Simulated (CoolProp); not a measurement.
Octamethylcyclotetrasiloxane (D4) at several states: Z from the reference equation and from simpler models built on Tc = 586.5 K, pc = 1347 kPa, ω = 0.598; each cubic takes its own stable root.

Values from CoolProp's reference Helmholtz-energy equation of state, Thol 2015.

```csv
T (K),p (kPa),phase,reference,van der Waals,Redlich-Kwong,Soave-Redlich-Kwong,Peng-Robinson
562.5,205,gas,0.9341,0.9477,0.9391,0.9362,0.9302
451.7,3750,liquid,0.3800,0.6100,0.4396,0.4117,0.3656
352.8,95.4,liquid,0.01087,0.9271,0.01298,0.01209,0.01074
336.6,82.3,liquid,0.009621,0.9304,0.01149,0.01075,0.009562
589.4,7830,supercritical,0.7502,1.025,0.7981,0.7996,0.7185
```

At some of these states van der Waals gives the other phase, because its saturation line lies elsewhere.
